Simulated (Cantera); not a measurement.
Cantera run:

```python
import numpy as np
import cantera as ct

gas_names = """
    C CN CO CO2 C2 CCN CNC C2N2 C2O C3 C3O2 C4 C4N2 C5 N NCO NO NO2 NO3 N2 N2O O O2 O3 Si SiC SiC2 SiN
    SiO SiO2 Si2 Si2C Si2N Si3
""".split()
cond_names = """
    C(gr) Si(cr) Si(L) SiC(b) SiO2(Lqz) SiO2(hqz) SiO2(L) Si2N2O(s) Si3N4(a)
""".split()


def load(file, names, dense=False):
    # The tables refer to 1 bar. Condensed volumes are neglected.
    table = {s.name: s for s in ct.Species.list_from_file(file)}
    out = []
    for n in names:
        d = dict(table[n].input_data)
        d["thermo"] = dict(d["thermo"], **{"reference-pressure": 1e5})
        if dense:
            d["equation-of-state"] = {"model": "constant-volume", "density": "1e6 g/cm^3"}
        out.append(ct.Species.from_dict(d))
    return out


gas = ct.Solution(thermo="ideal-gas", species=load("nasa_gas.yaml", gas_names))
cond = {s.name: ct.Solution(thermo="fixed-stoichiometry", species=[s], name=s.name)
        for s in load("nasa_condensed.yaml", cond_names, dense=True)}
atoms = {
    'SiO2': {'Si': 1, 'O': 2},
    'C': {'C': 1},
    'N2': {'N': 2},
}
top_T = {'C(gr)': 4500, 'SiC(b)': 3050, 'Si2N2O(s)': 2100, 'Si3N4(a)': 2400}  # K; cautious upper limits of use, not melting points


def equilibrate(T, P, feed):
    n = {}
    for name, mol in feed.items():
        for a, k in atoms[name].items():
            n[a] = n.get(a, 0.0) + k * mol
    gas.TPX = T, P, n
    mass = sum(n.values()) * gas.mean_molecular_weight
    gas.equilibrate("TP")
    valid = [c for c in cond.values() if c.min_temp <= T <= top_T.get(c.name, c.max_temp)]
    mix = ct.Mixture([(gas, mass / gas.mean_molecular_weight)] + [(c, 0.0) for c in valid])
    mix.T, mix.P = T, P
    mix.equilibrate("TP", solver="vcs", rtol=1e-11, max_steps=5000)
    return mix


results = []
feed = {'SiO2': 1, 'C': 7.6, 'N2': 0.14}  # mol
T = 1398  # K
P = 1000  # Pa
mix = equilibrate(T, P, feed)
results.append((T, P, feed, dict(zip(mix.species_names, mix.species_moles))))
print(gas.report(threshold=1e-05))
for i in range(1, mix.n_phases):
    print(f"{mix.phase(i).name:16s} {mix.phase_moles(i):12.5e} mol")
```

Result:

```
       temperature   1398 K
          pressure   1000 Pa
           density   0.00241 kg/m^3
  mean mol. weight   28.013 kg/kmol
   phase of matter   gas

                          1 kg             1 kmol
                     ---------------   ---------------
          enthalpy          -2.6e+06       -7.2836e+07  J
   internal energy        -3.015e+06       -8.4459e+07  J
           entropy             10173        2.8499e+05  J/K
    Gibbs function       -1.6822e+07       -4.7125e+08  J
 heat capacity c_p            1242.2             34799  J/K
 heat capacity c_v            945.41             26484  J/K

                      mass frac. Y      mole frac. X     chem. pot. / RT
                     ---------------   ---------------   ---------------
                CO           0.97735           0.97747           -40.684
               CO2        2.6285e-05        1.6731e-05           -79.308
                N2          0.022322          0.022322           -34.205
               SiO        0.00030549        0.00019413           -50.216
     [  +30 minor]        1.0993e-10        9.1101e-11

C(gr)             7.20686e+00 mol
Si(cr)            0.00000e+00 mol
SiC(b)            0.00000e+00 mol
SiO2(hqz)         7.37877e-01 mol
Si2N2O(s)         1.31022e-01 mol
Si3N4(a)          0.00000e+00 mol
```

Method: chemical equilibrium by Gibbs-energy minimisation in Cantera with the NASA 1993 tables (ideal gas, pure condensed phases). N2 is the only nitrogen source here; it is nearly inert below about 1500 K, so the nitride shown seldom forms there in practice. Mutual solubility and eutectic melting of coexisting phases are not modelled. The tables hold silica as quartz up to 1696 K and as liquid above; real silica turns to tridymite and cristobalite and melts near 1996 K.
